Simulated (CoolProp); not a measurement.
Vapour-liquid equilibrium of cyclohexane (1) + dimethyl carbonate (2) at 1.26 MPa; x and y are mole fractions of (1).

Model: multi-fluid Helmholtz-energy mixture model, Zhou 2014 and Zhou 2011; pair parameters Bell 2016, in CoolProp.

```
x     bubble temperature (K)  y at the bubble point  dew temperature at overall composition x (K)  liquid density (mol/L)
----  ----------------------  ---------------------  --------------------------------------------  ----------------------
0.05                     ___                  0.094                                           ___                   8.787
0.2                      ___                  0.291                                           ___                     ___
0.35                   455.8                    ___                                         457.4                   8.092
0.5                    454.7                  0.512                                         454.7                   7.773
0.65                   455.2                  0.604                                         456.1                   7.500
0.8                    457.9                  0.719                                           ___                   7.263
0.95                     ___                  0.906                                         466.8                   7.024
```

Fill in the missing entries.


- 0.05, bubble temperature (K): 465.9
- 0.05, dew temperature at overall composition x (K): 467.6
- 0.2, bubble temperature (K): 459.1
- 0.2, dew temperature at overall composition x (K): 462.1
- 0.2, liquid density (mol/L): 8.442
- 0.35, y at the bubble point: 0.416
- 0.8, dew temperature at overall composition x (K): 460.7
- 0.95, bubble temperature (K): 464.9

y crosses x between x = 0.5 and 0.65: the model has an azeotrope there.

The pair parameters rest on a limited set of measurements; away from them the model extrapolates.
